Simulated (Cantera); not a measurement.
A closed system holds: 1 mol SiHCl3, 0.44 mol C2H2, 330 mol H2, at 2575 K and 10.0 Torr.

Equilibrium computed with Cantera from the NASA thermochemical tables; the gas is ideal and each condensed phase is pure. Candidate condensed phases: C, C6H6, C7H8, C8H18, Si, SiC; 109 gas species. Equilibrium is a limit: real reactors are often held back by kinetics, nucleation or transport.

Base state: H2 0.732, H 0.257, HCl 0.00628, Si 0.00246, Cl 0.00155, C2H2 (acetylene) 0.00103, SiC2 7.52e-5, SiH 5.75e-5 (mole fractions); condensed: gas only.

**Question.** What changes in the equilibrium state with this change: pressure from 10.0 Torr to 398 Torr?

**Answer.** 
```json
[
 {"species": "H2", "before": "0.732", "after": "0.941"},
 {"species": "H", "before": "0.257", "after": "0.0462"},
 {"species": "HCl", "before": "0.00628", "after": "0.00843"},
 {"species": "Si", "before": "0.00246", "after": "0.00215"},
 {"species": "CH4", "before": "2.94e-7", "after": "1.83e-5"},
 {"species": "SiCl2", "before": "3.00e-7", "after": "1.46e-5"},
 {"species": "SiH2", "before": "3.90e-6", "after": "0.000174"},
 {"species": "C", "before": "1.05e-5", "after": "2.49e-7"},
 {"species": "Si2C", "before": "1.85e-6", "after": "5.31e-5"}
]
```
The tables' values for SiCl are old estimates; treat these amounts as uncertain. Gases not in the tables: Si2H6 and higher silanes.
